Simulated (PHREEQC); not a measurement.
1 kg of water holding 0.058 mol/kgw K2SO4 and 0.48 mol/kgw K2CO3 is evaporated at 90 °C; the solids stay in contact with the brine. No CO2 enters from the air. The run lets Arcanite, Kalicinite, Misenite precipitate or redissolve, and no other solid.

Model: Pitzer model, pitzer.dat, run in PHREEQC.

```csv
water left (kg),ionic strength,water activity,Arcanite (mol),S in solution (mol/kgw),C in solution (mol/kgw),K in solution (mol/kgw),pH
1,1.59,0.976,0,0.0580,0.480,1.08,10.70
0.822,1.94,0.971,0,0.0706,0.584,1.31,10.75
0.6756,2.36,0.964,0,0.0858,0.710,1.59,10.81
0.5554,2.87,0.954,0,(withheld),0.864,1.94,10.88
0.4565,3.50,0.942,0,0.127,1.05,2.36,10.96
0.3753,4.26,0.926,0,0.155,1.28,2.87,11.05
0.3085,5.19,0.905,0,0.188,1.56,3.49,11.16
0.2536,6.11,0.880,0.0179,0.158,1.89,4.10,11.28
0.2085,7.15,0.849,0.0381,(withheld),2.30,4.79,11.42
0.1715,8.51,(withheld),0.0491,0.0520,2.80,5.70,(withheld)
0.141,10.2,0.744,0.0545,0.0251,3.40,6.86,(withheld)
0.116,12.4,(withheld),0.0568,(withheld),4.14,8.30,12.01
0.09541,15.1,0.565,0.0576,0.00393,5.03,10.1,12.28
```

Complete the blanks.


- 0.5554, S in solution (mol/kgw): 0.104
- 0.2085, S in solution (mol/kgw): 0.0957
- 0.1715, water activity: 0.805
- 0.1715, pH: 11.59
- 0.141, pH: 11.78
- 0.116, water activity: 0.665
- 0.116, S in solution (mol/kgw): 0.0106

Constants without temperature data keep their 25 °C values here.
